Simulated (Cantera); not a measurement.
What does this Cantera script print?

```python
import numpy as np
import cantera as ct

gas_names = """
    CL CL2 H HCL H2 N NH NH2 NH3 N2 N2H2 N2H4 Si SiCL SiCL2 SiCL3 SiCL4 SiH SiHCL3 SiH2 SiH2CL2 SiH3
    SiH3CL SiH4 SiN Si2 Si2N Si3
""".split()
cond_names = """
    NH4CL(a) NH4CL(b) Si(cr) Si(L) Si3N4(a)
""".split()


# ... load() reads the species with a 1 bar reference pressure and builds the phases ...
atoms = {
    'SiH2Cl2': {'Si': 1, 'H': 2, 'CL': 2},
    'N2': {'N': 2},
    'H2': {'H': 2},
}
top_T = {'Si3N4(a)': 2400}  # K; cautious upper limits of use, not melting points


# ... equilibrate(T, P, feed) seeds the gas with the atoms and calls Mixture.equilibrate('TP', solver="vcs", rtol=1e-11, max_steps=5000) ...
results = []
feed = {'SiH2Cl2': 1, 'N2': 2.6, 'H2': 0.12}  # mol
T = 1948.15  # K
P = 29000  # Pa
mix = equilibrate(T, P, feed)
results.append((T, P, feed, dict(zip(mix.species_names, mix.species_moles))))
x = sorted(zip(gas.X, gas.species_names), reverse=True)
print(f"T = {T:g} K  P = {P:g} Pa  gas = {mix.phase_moles(0):.4g} mol")
print("   x: " + "  ".join(f"{s} {v:.3e}" for v, s in x if v > 1e-05))
print("   condensed (mol): " + ("  ".join(f"{mix.phase(i).name} {mix.phase_moles(i):.4g}"
      for i in range(1, mix.n_phases) if mix.phase_moles(i) > 1e-12) or "none"))
```

It prints:

```
T = 1948.15 K  P = 29000 Pa  gas = 4.504 mol
   x: N2 5.322e-01  H2 1.843e-01  SiCL2 1.471e-01  HCL 1.275e-01  SiCL3 6.521e-03  H 9.018e-04  CL 4.678e-04  SiCL4 3.605e-04  SiCL 3.226e-04  SiHCL3 1.828e-04  Si 5.251e-05  SiH2CL2 1.766e-05
   condensed (mol): Si3N4(a) 0.1013
```

Equilibrium computed with Cantera from the NASA thermochemical tables; the gas is ideal and each condensed phase is pure. The tables' values for SiCl3, SiCl are old estimates; treat these amounts as uncertain.
